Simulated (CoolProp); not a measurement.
Saturation properties of octamethyltrisiloxane (MDM).

Computed with CoolProp (reference Helmholtz-energy equation of state, Thol 2017).

```json
[
 {"T (°C)": "121.15", "p (MPa)": "0.04106", "liquid density (kg/m³)": "712.9", "vapour density (kg/m³)": "3.082", "liquid cp (kJ/(kg K))": "2.026"},
 {"T (°C)": "124.15", "p (MPa)": "0.04512", "liquid density (kg/m³)": "709.4", "vapour density (kg/m³)": "3.371", "liquid cp (kJ/(kg K))": "2.034"},
 {"T (°C)": "127.15", "p (MPa)": "0.04950", "liquid density (kg/m³)": "705.9", "vapour density (kg/m³)": "3.681", "liquid cp (kJ/(kg K))": "2.042"},
 {"T (°C)": "130.15", "p (MPa)": "0.05421", "liquid density (kg/m³)": "702.3", "vapour density (kg/m³)": "4.014", "liquid cp (kJ/(kg K))": "2.050"},
 {"T (°C)": "133.15", "p (MPa)": "0.05926", "liquid density (kg/m³)": "698.8", "vapour density (kg/m³)": "4.370", "liquid cp (kJ/(kg K))": "2.059"},
 {"T (°C)": "136.15", "p (MPa)": "0.06468", "liquid density (kg/m³)": "695.2", "vapour density (kg/m³)": "4.751", "liquid cp (kJ/(kg K))": "2.067"},
 {"T (°C)": "139.15", "p (MPa)": "0.07048", "liquid density (kg/m³)": "691.6", "vapour density (kg/m³)": "5.158", "liquid cp (kJ/(kg K))": "2.075"},
 {"T (°C)": "142.15", "p (MPa)": "0.07667", "liquid density (kg/m³)": "688.0", "vapour density (kg/m³)": "5.592", "liquid cp (kJ/(kg K))": "2.083"},
 {"T (°C)": "145.15", "p (MPa)": "0.08329", "liquid density (kg/m³)": "684.3", "vapour density (kg/m³)": "6.055", "liquid cp (kJ/(kg K))": "2.092"},
 {"T (°C)": "148.15", "p (MPa)": "0.09034", "liquid density (kg/m³)": "680.6", "vapour density (kg/m³)": "6.548", "liquid cp (kJ/(kg K))": "2.100"},
 {"T (°C)": "151.15", "p (MPa)": "0.09784", "liquid density (kg/m³)": "676.8", "vapour density (kg/m³)": "7.073", "liquid cp (kJ/(kg K))": "2.108"}
]
```

It boils at 152.5 °C under 1 atm.
